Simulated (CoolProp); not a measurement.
A simple Rankine cycle with R124: condensing at 316.15 K, boiler at 1.83 MPa, turbine inlet 365.1 K, turbine efficiency 0.9, pump efficiency 0.6, no recuperator. Each further row changes one setting.

Model: reference Helmholtz-energy equation of state, de Vries 1995, in CoolProp.

```csv
case,thermal efficiency (%),net work (kJ/kg),heat in (kJ/kg),turbine exit temperature (K),volume ratio over the turbine
as stated,?,14.0,159,326.6,?
turbine inlet 385.1 K,?,16.0,?,?,?
condensing temperature 308.15 K,10.3,17.3,168,319.9,3.95
boiler pressure 1.28 MPa,?,?,169,342.6,2.04
turbine efficiency 0.8,7.7,12.3,159,328.6,3.18
```

### Question
What belongs in the gaps?

### Answer

- as stated, thermal efficiency (%): 8.8
- as stated, volume ratio over the turbine: 3.15
- turbine inlet 385.1 K, thermal efficiency (%): 8.9
- turbine inlet 385.1 K, heat in (kJ/kg): 180
- turbine inlet 385.1 K, turbine exit temperature (K): 349.4
- turbine inlet 385.1 K, volume ratio over the turbine: 3.00
- boiler pressure 1.28 MPa, thermal efficiency (%): 6.2
- boiler pressure 1.28 MPa, net work (kJ/kg): 10.5
